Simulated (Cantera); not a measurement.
Input (Python, Cantera) and output of one run.

```python
import numpy as np
import cantera as ct

gas_names = [...]  # 114 gases of nasa_gas.yaml made of C, Fe, H, O
cond_names = """
    C(gr) C6H6(L) C7H8(L) C8H18(L),n-octa Fe(a) Fe(c) Fe(d) Fe(L) FeC5O5(L) FeO(s) FeO(L) Fe(OH)2(s)
    Fe(OH)3(s) Fe2O3(s) Fe3O4(s) H2O(s) H2O(L)
""".split()


# ... load() reads the species with a 1 bar reference pressure and builds the phases ...
atoms = {
    'Fe(CO)5': {'Fe': 1, 'C': 5, 'O': 5},
    'CO': {'C': 1, 'O': 1},
    'H2': {'H': 2},
}
top_T = {'C(gr)': 4500, 'Fe2O3(s)': 1830, 'Fe3O4(s)': 1870}  # K; cautious upper limits of use, not melting points


# ... equilibrate(T, P, feed) seeds the gas with the atoms and calls Mixture.equilibrate('TP', solver="vcs", rtol=1e-11, max_steps=5000) ...
results = []
T = 1000  # K
P = 133.322  # Pa
for m in [0.84, 1.4, 2.3, 3.7, 6.2, 10, 17, 27, 45]:
    feed = {'Fe(CO)5': 1, 'CO': 0.32, 'H2': m}  # mol
    mix = equilibrate(T, P, feed)
    results.append((T, P, feed, dict(zip(mix.species_names, mix.species_moles))))
    x = sorted(zip(gas.X, gas.species_names), reverse=True)
    print(f"T = {T:g} K  P = {P:g} Pa  n(H2) = {m:g} mol  gas = {mix.phase_moles(0):.4g} mol")
    print("   x: " + "  ".join(f"{s} {v:.3e}" for v, s in x if v > 1e-06))
    print("   condensed (mol): " + ("  ".join(f"{mix.phase(i).name} {mix.phase_moles(i):.4g}"
          for i in range(1, mix.n_phases) if mix.phase_moles(i) > 1e-12) or "none"))
```

Result:

```
T = 1000 K  P = 133.322 Pa  n(H2) = 0.84 mol  gas = 6.156 mol
   x: CO 8.630e-01  H2 1.364e-01  CO2 5.633e-04  H2O 6.202e-05  CH4 2.368e-06
   condensed (mol): C(gr) 0.003835  Fe(a) 1
T = 1000 K  P = 133.322 Pa  n(H2) = 1.4 mol  gas = 6.716 mol
   x: CO 7.911e-01  H2 2.084e-01  CO2 4.733e-04  H2O 8.685e-05  CH4 5.526e-06
   condensed (mol): C(gr) 0.003725  Fe(a) 1
T = 1000 K  P = 133.322 Pa  n(H2) = 2.3 mol  gas = 7.616 mol
   x: CO 6.977e-01  H2 3.019e-01  CO2 3.681e-04  H2O 1.110e-04  CH4 1.160e-05
   condensed (mol): C(gr) 0.00356  Fe(a) 1
T = 1000 K  P = 133.322 Pa  n(H2) = 3.7 mol  gas = 9.016 mol
   x: CO 5.894e-01  H2 4.102e-01  CO2 2.627e-04  H2O 1.274e-04  CH4 2.142e-05
   condensed (mol): C(gr) 0.003324  Fe(a) 1
T = 1000 K  P = 133.322 Pa  n(H2) = 6.2 mol  gas = 11.52 mol
   x: H2 5.382e-01  CO 4.615e-01  CO2 1.611e-04  H2O 1.309e-04  CH4 3.687e-05
   condensed (mol): C(gr) 0.002938  Fe(a) 1
T = 1000 K  P = 133.322 Pa  n(H2) = 10 mol  gas = 15.32 mol
   x: H2 6.527e-01  CO 3.470e-01  H2O 1.194e-04  CO2 9.109e-05  CH4 5.423e-05
   condensed (mol): C(gr) 0.002393  Fe(a) 1
T = 1000 K  P = 133.322 Pa  n(H2) = 17 mol  gas = 22.32 mol
   x: H2 7.616e-01  CO 2.382e-01  H2O 9.559e-05  CH4 7.383e-05  CO2 4.292e-05
   condensed (mol): C(gr) 0.001443  Fe(a) 1
T = 1000 K  P = 133.322 Pa  n(H2) = 27 mol  gas = 32.31 mol
   x: H2 8.353e-01  CO 1.645e-01  CH4 8.882e-05  H2O 7.241e-05  CO2 2.047e-05
   condensed (mol): C(gr) 0.0001311  Fe(a) 1
T = 1000 K  P = 133.322 Pa  n(H2) = 45 mol  gas = 50.31 mol
   x: H2 8.942e-01  CO 1.057e-01  CH4 7.698e-05  H2O 6.582e-05  CO2 1.116e-05
   condensed (mol): Fe(a) 1
```

Cantera equilibrium calculation (NASA polynomials, part measured and part estimated; ideal gas, pure solids and liquids). Condensed phases not in the tables: cementite and carbon dissolved in iron.
